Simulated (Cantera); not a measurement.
A Cantera script and what it prints.

```python
import numpy as np
import cantera as ct

gas_names = [...]  # 113 gases of nasa_gas.yaml made of C, H, O, Pb
cond_names = """
    C(gr) C6H6(L) C7H8(L) C8H18(L),n-octa H2O(s) H2O(L) Pb(cr) Pb(L) PbO(rd) PbO(yw) PbO(L) PbO2(s)
    Pb3O4(s)
""".split()


# ... load() reads the species with a 1 bar reference pressure and builds the phases ...
atoms = {
    'Pb': {'Pb': 1},
    'H2': {'H': 2},
    'CO': {'C': 1, 'O': 1},
}
top_T = {'C(gr)': 4500, 'Pb3O4(s)': 820}  # K; cautious upper limits of use, not melting points


# ... equilibrate(T, P, feed) seeds the gas with the atoms and calls Mixture.equilibrate('TP', solver="vcs", rtol=1e-11, max_steps=5000) ...
results = []
feed = {'Pb': 1, 'H2': 46, 'CO': 0.4}  # mol
T = 700  # K
P = 33  # Pa
mix = equilibrate(T, P, feed)
results.append((T, P, feed, dict(zip(mix.species_names, mix.species_moles))))
x = sorted(zip(gas.X, gas.species_names), reverse=True)
print(f"T = {T:g} K  P = {P:g} Pa  gas = {mix.phase_moles(0):.4g} mol")
print("   x: " + "  ".join(f"{s} {v:.3e}" for v, s in x if v > 1e-06))
print("   condensed (mol): " + ("  ".join(f"{mix.phase(i).name} {mix.phase_moles(i):.4g}"
      for i in range(1, mix.n_phases) if mix.phase_moles(i) > 1e-12) or "none"))
```

It prints:

```
T = 700 K  P = 33 Pa  gas = 46.24 mol
   x: H2 9.898e-01  CO 6.869e-03  CH4 1.678e-03  H2O 1.575e-03  CO2 1.029e-04  Pb 3.376e-06
   condensed (mol): Pb(L) 0.9998
```

Cantera equilibrium calculation (NASA polynomials, part measured and part estimated; ideal gas, pure solids and liquids).
